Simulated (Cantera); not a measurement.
A closed system holds: 1 mol CH3F, 0.015 mol HCl, 1.5 mol H2, at 46.5 Torr.

Method: chemical equilibrium by Gibbs-energy minimisation in Cantera with the NASA 1993 tables (ideal gas, pure condensed phases). Candidate condensed phases: C, C6H6, C7H8, C8H18; 118 gas species. The numbers say what is thermodynamically allowed, not how fast it happens.

Problem. What share of the C ends up in condensed phases as a function of T (K), at 2000, 2150, 2300, 2450, 2600, 2750, 2900, 3050?

Solution. 
| T (K) | C condensed (%) | as |
|---|---|---|
| 2000 | 99.6 | C(graphite) |
| 2150 | 99.0 | C(graphite) |
| 2300 | 97.9 | C(graphite) |
| 2450 | 95.8 | C(graphite) |
| 2600 | 92.4 | C(graphite) |
| 2750 | 87.2 | C(graphite) |
| 2900 | 78.7 | C(graphite) |
| 3050 | 59.3 | C(graphite) |
